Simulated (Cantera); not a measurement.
## Reactions in the system F-Pb-S

Standard-state values (1 bar) from the NASA 1993 polynomials, evaluated with Cantera. Values are per mole of reaction as written; species without (g) are pure solids or liquids, kept so even where they would boil at 1 bar.

S + PbF₂ = PbS(g) + 2 F(g)

```csv
T (K),ΔH° (kJ),ΔS° (J/K),ΔG° (kJ),log10 K,condensed phases
300,967.5,423.8,840.4,-146.32,"S(s), PbF₂(s)"
550,958.0,401.4,737.2,-70.02,"S(l), PbF₂(s)"
600,954.4,395.1,717.3,-62.45,"S(l), PbF₂(s)"
650,950.6,389.2,697.7,-56.07,"S(l), PbF₂(s)"
700,946.3,382.7,678.4,-50.62,"S(l), PbF₂(s)"
750,942.2,377.1,659.4,-45.92,"S(l), PbF₂(s)"
800,938.7,372.5,640.7,-41.83,"S(l), PbF₂(s)"
850,935.9,369.1,622.1,-38.23,"S(l), PbF₂(s)"
900,933.5,366.4,603.7,-35.04,"S(l), PbF₂(s)"
950,931.3,364.0,585.5,-32.19,"S(l), PbF₂(s)"
```

6 Pb(g) + 2 SF₆(g) = S₂(g) + 6 PbF₂

| T (K) | ΔH° (kJ) | ΔS° (J/K) | ΔG° (kJ) | log10 K |
|---|---|---|---|---|
| 300 | -2663.3 | -728.3 | -2444.8 | 425.68 |
| 550 | -2629.8 | -646.8 | -2274.1 | 215.97 |
| 600 | -2612.9 | -617.6 | -2242.3 | 195.21 |
| 650 | -2594.9 | -588.8 | -2212.1 | 177.77 |
| 700 | -2572.7 | -556.0 | -2183.5 | 162.93 |
| 750 | -2551.7 | -527.0 | -2156.5 | 150.19 |
| 800 | -2534.6 | -504.8 | -2130.7 | 139.12 |
| 850 | -2521.9 | -489.5 | -2105.9 | 129.41 |
| 900 | -2512.8 | -479.0 | -2081.7 | 120.81 |
| 950 | -2505.3 | -470.9 | -2057.9 | 113.15 |
